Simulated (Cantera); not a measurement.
An isothermal, constant-pressure homogeneous reactor starts with 76.9 % NO, 23.1 % N2, at 2125 K and 0.276 atm.

Computed with Cantera and GRI-Mech 3.0 (53 species, 325 reactions).

One state of this run: x NO = 0.421; x N2 = 0.404; x NO2 = 0.000287; x O = 0.00135; x O2 = 0.173. x: mole fraction; the columns are a selection and need not sum to one.

Task: Which value of t (s) does it belong to?
A) 0.267
B) 3.00
C) 0.00212
D) 0.000188

Result: A, 0.267
